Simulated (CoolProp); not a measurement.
Vapour pressure (MPa) of hydrogen chloride: the reference equation beside estimates from Tc = 324.7 K, pc = 8.314 MPa, ω = 0.130.

Model: reference Helmholtz-energy equation of state, Thol 2018, in CoolProp.

| T (K) | reference | Lee-Kesler | Redlich-Kwong |
|---|---|---|---|
| 175.7 | 0.04721 | 0.04361 | 0.05270 |
| 183.7 | 0.07808 | 0.07343 | (withheld) |
| 191.7 | 0.1233 | 0.1178 | 0.1435 |
| 199.7 | 0.1870 | 0.1811 | 0.2198 |
| 207.6 | 0.2727 | 0.2670 | 0.3221 |
| 215.6 | 0.3875 | 0.3831 | 0.4582 |
| 223.6 | 0.5361 | 0.5341 | 0.6325 |
| 231.6 | 0.7243 | (withheld) | 0.8506 |
| 239.5 | 0.9550 | 0.9612 | 1.114 |
| 247.5 | 1.240 | 1.252 | 1.435 |
| 255.5 | (withheld) | 1.603 | 1.816 |

### Question
Fill in the missing entries.

### Answer

- 183.7, Redlich-Kwong: 0.08937
- 231.6, Lee-Kesler: 0.7259
- 255.5, reference: 1.585

Absolute difference from the reference over all 11 rows, mean and median: Lee-Kesler 2.5 and 1.1 %, Redlich-Kwong 16.2 and 16.6 %.
